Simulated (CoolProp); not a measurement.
Vapour-liquid equilibrium of R22 (1) + R152A (2) at 312.9 K; x and y are mole fractions of (1).

Values from CoolProp's multi-fluid Helmholtz-energy mixture model, Kamei 1995 and Outcalt 1996; pair parameters Bell 2016.

| x | bubble pressure (kPa) | y at the bubble point | dew pressure at overall composition x (kPa) | liquid density (mol/L) |
|---|---|---|---|---|
| 0.05 | 925.6 | 0.068 | 919.5 | 13.04 |
| 0.2 | 996.3 | 0.261 | 972.6 | 13.07 |
| 0.35 | 1074 | 0.436 | 1034 | 13.10 |
| 0.5 | 1161 | 0.596 | 1107 | 13.12 |
| 0.65 | 1258 | 0.738 | 1195 | 13.13 |
| 0.8 | 1366 | 0.863 | 1308 | 13.12 |
| 0.95 | 1483 | 0.969 | 1460 | 13.08 |

No azeotrope shows between x = 0.05 and 0.95.

The pair parameters rest on a limited set of measurements; away from them the model extrapolates.
